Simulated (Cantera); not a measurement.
N2O furnace oxynitridation

A perfectly stirred reactor is fed with N2O : N2 = 1 : 0.96 (molar parts), at 82.5 Torr; it is held at 1298 K, and followed from long to short residence time.

Cantera simulation using GRI-Mech 3.0 (53 species, 325 reactions); the numbers are that mechanism's predictions, not measurements. GRI-Mech 3.0 was tuned for natural gas; its chemistry of N2O as a main component is partial and can be far from experiment. The mechanism lacks the step 2 NO + O2 → 2 NO2, which can matter for NO2 below about 1400 K. The temperature is held fixed by assumption; the heat of reaction is taken as removed at once.

```
τ (s)    x N2O     x NO2      x O2      x O      x NO   x N2
-------  -----  --------  --------  -------  --------  -----
0.55     0.406   1.20e-5    0.0355  7.33e-6    0.0122  0.547
0.27     0.453   6.22e-6    0.0195  7.36e-6   0.00673  0.521
0.13     0.481   2.86e-6   0.00997  7.38e-6   0.00345  0.506
0.062    0.496   1.16e-6   0.00490  7.39e-6   0.00170  0.498
0.030    0.503   4.20e-7   0.00241  7.38e-6  0.000833  0.494
0.014    0.507   1.24e-7   0.00113  7.36e-6  0.000391  0.492
0.0070   0.509   3.66e-8  0.000563  7.32e-6  0.000195  0.491
0.0034   0.509   9.35e-9  0.000271  7.24e-6   9.38e-5  0.490
0.0016   0.510   2.08e-9  0.000124  7.06e-6   4.31e-5  0.490
0.00079  0.510  4.75e-10   5.87e-5  6.74e-6   2.03e-5  0.490
0.00038  0.510  9.26e-11   2.57e-5  6.15e-6   8.92e-6  0.490
```
x: mole fraction; the columns are a selection and need not sum to one.
